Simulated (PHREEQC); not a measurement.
Brine: speciation

Solution (25 °C): 0.8 mol K2CO3 per kg of water. Closed to the air; pH follows from the charge balance.

Equilibrium calculation in PHREEQC: Pitzer model, pitzer.dat.

No solid was allowed to form.

Question: What pH, activity of water does the model give?

Answer: pH 11.81; activity of water 0.966.

In brines, pH and single-ion activities rest on the MacInnes convention.
